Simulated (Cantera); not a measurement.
Input: 1 mol SiH₄, 2.6 mol NH₃, 16 mol N₂, equilibrated at 2000 K and 0.133 bar.

Equilibrium computed with Cantera from the NASA thermochemical tables; the gas is ideal and each condensed phase is pure. Candidate condensed phases: Si, Si₃N₄; 18 gas species. The tables' values for SiN are old estimates; treat these amounts as uncertain. Gases not in the tables: Si₂H₆ and higher silanes. Kinetics and transport are ignored.

Q: What is the equilibrium state?

A: 
| Quantity | Result |
|---|---|
| x(N₂) | 0.745 |
| x(H₂) | 0.253 |
| x(H) | 0.00224 |
| x(Si) | 0.000327 |
| x(SiH) | 4.07e-5 |
| x(Si₂N) | 3.52e-5 |
| x(SiH₂) | 2.68e-5 |
| x(SiN) | 2.68e-5 |
| x(Si₂) | 3.39e-6 |
| n(Si(l)) | 0.988 mol |
| gas amount | 23.23 mol |
